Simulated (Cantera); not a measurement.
Stirred combustor or abatement burner

A perfectly stirred reactor is fed with 7.63 % CH3OH, 19.4 % O2, 73.0 % N2, equivalence ratio 0.59, at 500000 Pa; it is adiabatic with a 625 K inlet, and is followed from long to short residence time, starting on the burning branch (τ in s: 0.027, 0.013, 0.0064, 0.0031, 0.0015, 0.00074, 0.00036, 0.00017, 8.4e-05, 4.1e-05).

Cantera simulation using GRI-Mech 3.0 (53 species, 325 reactions); the numbers are that mechanism's predictions, not measurements. GRI-Mech 3.0 was tuned for natural gas; its chemistry of methanol as a main component is partial and can be far from experiment.

```json
[
 {"τ (s)": "0.027", "T (K)": "1949", "x CH3OH": "2.67e-6", "x O2": "0.0763", "x H2": "8.54e-5", "x CO": "0.000322", "x O": "8.97e-5", "x C2H4": "1.90e-12", "x C2H": "<1e-12"},
 {"τ (s)": "0.013", "T (K)": "1946", "x CH3OH": "4.81e-6", "x O2": "0.0763", "x H2": "0.000117", "x CO": "0.000502", "x O": "0.000118", "x C2H4": "4.11e-12", "x C2H": "<1e-12"},
 {"τ (s)": "0.0064", "T (K)": "1943", "x CH3OH": "8.22e-6", "x O2": "0.0764", "x H2": "0.000169", "x CO": "0.000793", "x O": "0.000164", "x C2H4": "7.36e-12", "x C2H": "<1e-12"},
 {"τ (s)": "0.0031", "T (K)": "1937", "x CH3OH": "1.39e-5", "x O2": "0.0765", "x H2": "0.000254", "x CO": "0.00128", "x O": "0.000238", "x C2H4": "1.22e-11", "x C2H": "<1e-12"},
 {"τ (s)": "0.0015", "T (K)": "1928", "x CH3OH": "2.31e-5", "x O2": "0.0768", "x H2": "0.000386", "x CO": "0.00207", "x O": "0.000352", "x C2H4": "2.06e-11", "x C2H": "<1e-12"},
 {"τ (s)": "0.00074", "T (K)": "1914", "x CH3OH": "3.78e-5", "x O2": "0.0773", "x H2": "0.000581", "x CO": "0.00330", "x O": "0.000513", "x C2H4": "3.92e-11", "x C2H": "<1e-12"},
 {"τ (s)": "0.00036", "T (K)": "1893", "x CH3OH": "6.34e-5", "x O2": "0.0783", "x H2": "0.000874", "x CO": "0.00534", "x O": "0.000735", "x C2H4": "9.55e-11", "x C2H": "<1e-12"},
 {"τ (s)": "0.00017", "T (K)": "1859", "x CH3OH": "0.000114", "x O2": "0.0801", "x H2": "0.00132", "x CO": "0.00894", "x O": "0.00100", "x C2H4": "3.24e-10", "x C2H": "<1e-12"},
 {"τ (s)": "8.4e-5", "T (K)": "1804", "x CH3OH": "0.000228", "x O2": "0.0836", "x H2": "0.00194", "x CO": "0.0153", "x O": "0.00115", "x C2H4": "1.41e-9", "x C2H": "<1e-12"},
 {"τ (s)": "4.1e-5", "T (K)": "625", "x CH3OH": "0.0763", "x O2": "0.194", "x H2": "<1e-12", "x CO": "<1e-12", "x O": "<1e-12", "x C2H4": "<1e-12", "x C2H": "<1e-12"}
]
```
x: mole fraction; the columns are a selection and need not sum to one.
